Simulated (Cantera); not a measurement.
An isothermal, constant-pressure homogeneous reactor starts with 5.84 % H2, 94.2 % O2, at 973 K and 1.95 Torr.

Model: the H2/O2 subset of GRI-Mech 3.0, which has no nitrogen chemistry, integrated in Cantera. Radical loss at walls, strong at low pressure, is not modelled. The temperature is held fixed by assumption; the heat of reaction is taken as removed at once.

x: mole fraction; the columns are a selection and need not sum to one.

| t (s) | x H2 | x O2 | x OH | x HO2 | x H2O2 | x O | x H |
|---|---|---|---|---|---|---|---|
| 4.00e-5 | 0.0584 | 0.942 | <1e-12 | 1.95e-12 | <1e-12 | <1e-12 | 1.90e-12 |
| 0.000100 | 0.0584 | 0.942 | <1e-12 | 4.87e-12 | <1e-12 | <1e-12 | 4.61e-12 |
| 0.000250 | 0.0584 | 0.942 | 1.42e-12 | 1.22e-11 | <1e-12 | 1.61e-12 | 1.08e-11 |
| 0.000626 | 0.0584 | 0.942 | 6.77e-12 | 3.05e-11 | <1e-12 | 9.00e-12 | 2.50e-11 |
| 0.00157 | 0.0584 | 0.942 | 2.87e-11 | 7.64e-11 | <1e-12 | 4.95e-11 | 6.53e-11 |
| 0.00392 | 0.0584 | 0.942 | 1.69e-10 | 1.92e-10 | <1e-12 | 3.63e-10 | 3.07e-10 |
| 0.00980 | 0.0584 | 0.942 | 5.01e-9 | 5.40e-10 | <1e-12 | 1.14e-8 | 8.64e-9 |
| 0.0245 | 0.0583 | 0.942 | 1.80e-5 | 2.10e-7 | 3.88e-11 | 4.11e-5 | 3.11e-5 |
| 0.0613 | [?] | 0.907 | [?] | 1.67e-6 | [?] | [?] | [?] |
| 0.153 | [?] | 0.914 | [?] | 1.57e-6 | [?] | [?] | [?] |
| 0.383 | 0.000462 | 0.927 | 0.001000 | 1.43e-6 | 1.75e-8 | 0.0111 | 0.00376 |
| 0.959 | 0.000136 | 0.936 | 0.000534 | 1.03e-6 | 1.93e-8 | 0.00324 | 0.000583 |
| 2.40 | 2.41e-5 | 0.939 | 0.000224 | 4.97e-7 | 1.72e-8 | 0.000582 | 4.37e-5 |
| 6.00 | 3.75e-6 | 0.940 | 8.96e-5 | 1.65e-7 | 1.12e-8 | 9.31e-5 | 2.79e-6 |

Complete the blanks.


- 0.0613, x H2: 0.00182
- 0.0613, x OH: 0.00195
- 0.0613, x H2O2: 2.12e-8
- 0.0613, x O: 0.0248
- 0.0613, x H: 0.0169
- 0.153, x H2: 0.000855
- 0.153, x OH: 0.00137
- 0.153, x H2O2: 1.51e-8
- 0.153, x O: 0.0211
- 0.153, x H: 0.00997
